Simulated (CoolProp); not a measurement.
A simple Rankine cycle with methanol: condensing at 301.15 K, boiler at 3.53 MPa, turbine inlet 616.3 K, turbine efficiency 0.8, pump efficiency 0.6, no recuperator. Each further row changes one setting.

Values from CoolProp's reference Helmholtz-energy equation of state, de Reuck 1993.

```
case                             thermal efficiency (%)  net work (kJ/kg)  heat in (kJ/kg)  turbine exit temperature (K)  volume ratio over the turbine
-------------------------------  ----------------------  ----------------  ---------------  ----------------------------  -----------------------------
as stated                                           [?]               [?]             1700                         349.5                            [?]
condensing temperature 293.15 K                    27.4               472             1720                           [?]                            158
boiler pressure 2.47 MPa                           25.3               [?]              [?]                           [?]                           78.1
turbine efficiency 0.7                             23.0               391             1700                         386.0                            120
```

Question: What belongs in the gaps?

Answer: 
- as stated, thermal efficiency (%): 26.3
- as stated, net work (kJ/kg): 448
- as stated, volume ratio over the turbine: 109
- condensing temperature 293.15 K, turbine exit temperature (K): 332.6
- boiler pressure 2.47 MPa, net work (kJ/kg): 433
- boiler pressure 2.47 MPa, heat in (kJ/kg): 1710
- boiler pressure 2.47 MPa, turbine exit temperature (K): 367.1
